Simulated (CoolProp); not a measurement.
Saturation properties of carbon dioxide (Tc = 31.0 °C, pc = 7377 kPa, ω = 0.224).

Model: reference Helmholtz-energy equation of state, Span 1996, in CoolProp.

| T (°C) | p (kPa) | liquid density (kg/m³) | liquid viscosity (µPa s) |
|---|---|---|---|
| -51.15 | 651.0 | 1159 | 231 |
| -42.85 | 903.1 | 1128 | 202 |
| -34.55 | 1222 | 1095 | 176 |
| -26.25 | 1616 | 1060 | 154 |
| -17.95 | 2097 | 1022 | 135 |
| -9.65 | 2675 | 981.1 | 118 |
| -1.35 | 3362 | 935.4 | 103 |
| 6.95 | 4171 | 882.9 | 88.6 |

Viscosity comes from a separate model (Laesecke 2017).
